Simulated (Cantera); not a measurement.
B + N₂ + H₂ (boron, boron nitride and boron oxide)

A closed system holds: 1 mol B, 0.32 mol N₂, 71 mol H₂, held at 0.000180 bar.

These are equilibrium values from Cantera (NASA tables, ideal gas, pure condensed phases), not measurements of a reactor. Candidate condensed phases: B, BN; 15 gas species. N₂ is the only nitrogen source here; it is nearly inert below about 1500 K, so the nitride shown seldom forms there in practice. Mutual solubility and eutectic melting of coexisting phases are not modelled. The tables' values for BH₂ are old estimates; treat these amounts as uncertain. The numbers say what is thermodynamically allowed, not how fast it happens.

```tsv
T (K)	x H₂	x H	x B	x N₂	n B(s)	n BN(s)
973	1.00	8.06e-8	<1e-12	<1e-12	0.360	0.640
1173	1.000	8.79e-6	<1e-12	4.19e-10	0.360	0.640
1373	1.000	0.000248	1.72e-10	7.44e-7	0.360	0.640
1573	0.997	0.00303	8.55e-8	0.000194	0.386	0.612
1773	0.975	0.0209	1.04e-5	0.00444	0.992	0
1973	0.900	0.0954	0.000469	0.00427	0.937	0
2173	0.687	0.298	0.0104	0.00377	0.0325	0
2373	0.362	0.626	0.00937	0.00304	0	0
```
x: gas mole fraction; n: condensed amount in mol.

From 973 K to 1573 K the condensed part is B(s) + BN(s). From 1773 K to 2173 K the condensed part is B(s). At 2373 K nothing is condensed.
